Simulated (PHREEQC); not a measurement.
# Metal-bearing waste water: an equilibrium model

Solution (25 °C): 0.25 mol/kgw FeCl3, 0.018 mol/kgw CaCl2 and 0.0087 mol/kgw NaHCO3. Closed to the air; pH follows from the charge balance.

All values are PHREEQC results (ion-association model, phreeqc.dat), not measurements.

The pH is 2.01 and the ionic strength is 0.836 mol/kgw. The activity of water is 0.986. The total alkalinity is -491 meq/kg.

| species | molality | activity | log γ |
|---|---|---|---|
| Cl- | 0.533 | 0.329 | -0.209 |
| FeCl+2 | 0.138 | 0.0248 | -0.746 |
| FeCl2+ | 0.0560 | 0.0365 | -0.186 |
| Fe+3 | 0.0339 | 0.00249 | -1.133 |
| Ca+2 | 0.0180 | 0.00444 | -0.608 |
| H+ | 0.0131 | 0.00978 | -0.126 |
| FeOH+2 | 0.00903 | 0.00162 | -0.746 |

This is a speciation only: nothing precipitates in the calculation. Saturation is exceeded, for instance for Hematite (slow to form), Goethite (slow to form); the values hold only as long as no solid forms. The ionic strength is past about 0.7 mol/kgw, beyond the range of this activity model, so the values are rough. Species that the database lacks are ignored.
